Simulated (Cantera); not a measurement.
What does this Cantera script print?

```python
import numpy as np
import cantera as ct

gas_names = """
    B BH BH2 BH3 BN BO BO2 B2 B2O B2O2 B2O3 B3O3H3 H HBO HBO2 HNO HNO2 HNO3 HO2 H2 H2O H2O2 H3B3O6 N NH
    NH2 NH3 NH2OH NO NO2 NO3 N2 N2H2 N2H4 N2O O OH O2 O3
""".split()
cond_names = """
    B(b) B(L) BN(s) B2O3(L) B3O3H3(cr) H2O(s) H2O(L)
""".split()


def load(file, names, dense=False):
    # The tables refer to 1 bar. Condensed volumes are neglected.
    table = {s.name: s for s in ct.Species.list_from_file(file)}
    out = []
    for n in names:
        d = dict(table[n].input_data)
        d["thermo"] = dict(d["thermo"], **{"reference-pressure": 1e5})
        if dense:
            d["equation-of-state"] = {"model": "constant-volume", "density": "1e6 g/cm^3"}
        out.append(ct.Species.from_dict(d))
    return out


gas = ct.Solution(thermo="ideal-gas", species=load("nasa_gas.yaml", gas_names))
cond = {s.name: ct.Solution(thermo="fixed-stoichiometry", species=[s], name=s.name)
        for s in load("nasa_condensed.yaml", cond_names, dense=True)}
atoms = {
    'B2O3': {'B': 2, 'O': 3},
    'NH3': {'N': 1, 'H': 3},
    'N2': {'N': 2},
}
top_T = {'BN(s)': 3200}  # K; cautious upper limits of use, not melting points


def equilibrate(T, P, feed):
    n = {}
    for name, mol in feed.items():
        for a, k in atoms[name].items():
            n[a] = n.get(a, 0.0) + k * mol
    gas.TPX = T, P, n
    mass = sum(n.values()) * gas.mean_molecular_weight
    gas.equilibrate("TP")
    valid = [c for c in cond.values() if c.min_temp <= T <= top_T.get(c.name, c.max_temp)]
    mix = ct.Mixture([(gas, mass / gas.mean_molecular_weight)] + [(c, 0.0) for c in valid])
    mix.T, mix.P = T, P
    mix.equilibrate("TP", solver="vcs", rtol=1e-11, max_steps=5000)
    return mix


results = []
feed = {'B2O3': 1, 'NH3': 5.8, 'N2': 0.53}  # mol
P = 1000  # Pa
for T in [950, 1050, 1150, 1250, 1350, 1450, 1550, 1650, 1750, 1850, 1950]:
    mix = equilibrate(T, P, feed)
    results.append((T, P, feed, dict(zip(mix.species_names, mix.species_moles))))

top = {s: max(r[3][s] / sum(r[3][g] for g in gas_names) for r in results) for s in gas_names}
cols = sorted((s for s in top if top[s] > 1e-06), key=lambda s: -top[s])[:8]
seen = [c for c in cond_names if any(r[3].get(c, 0) > 1e-12 for r in results)]
print("log10 of partial pressures in bar; condensed amounts in mol")
print(f"{'T/K':>10s}" + "".join(f"{s[:9]:>10s}" for s in cols + seen))
for T, P, feed, n in results:
    ng = sum(n[g] for g in gas_names)
    print(f"{T:10.4g}" + "".join(f"{np.log10(max(n[s] / ng * P / 1e5, 1e-99)):10.3f}" for s in cols)
          + "".join(f"{n.get(c, 0):10.4g}" for c in seen))
```

It prints:

```
log10 of partial pressures in bar; condensed amounts in mol
       T/K        H2        N2      B2O3      HBO2       HBO         H        BO      B2O2     BN(s)   B2O3(L)
       950    -2.145    -2.549   -12.572    -7.562   -10.326   -10.327   -16.599   -16.594  0.008088    0.9959
      1050    -2.145    -2.549   -10.487    -6.657    -8.791    -9.163   -14.019   -13.798  0.007878    0.9959
      1150    -2.145    -2.549    -8.779    -5.921    -7.529    -8.200   -11.897   -11.499  0.007938    0.9953
      1250    -2.145    -2.549    -7.356    -5.311    -6.475    -7.388   -10.120    -9.578  0.008972    0.9923
      1350    -2.146    -2.550    -6.153    -4.799    -5.582    -6.696    -8.613    -7.949   0.01217    0.9818
      1450    -2.148    -2.551    -5.124    -4.363    -4.816    -6.098    -7.318    -6.551    0.0176     0.946
      1550    -2.157    -2.556    -4.235    -3.993    -4.155    -5.580    -6.193    -5.339   0.01511    0.8091
      1650    -2.188    -2.576    -3.459    -3.588    -3.685    -5.136    -5.305    -4.470         0    0.2022
      1750    -2.201    -2.584    -3.375    -3.492    -3.594    -4.734    -4.852    -4.366         0         0
      1850    -2.204    -2.585    -3.409    -3.463    -3.558    -4.371    -4.497    -4.371         0         0
      1950    -2.210    -2.586    -3.449    -3.439    -3.536    -4.046    -4.189    -4.394         0         0
```

These are equilibrium values from Cantera (NASA tables, ideal gas, pure condensed phases), not measurements of a reactor. Mutual solubility and eutectic melting of coexisting phases are not modelled.
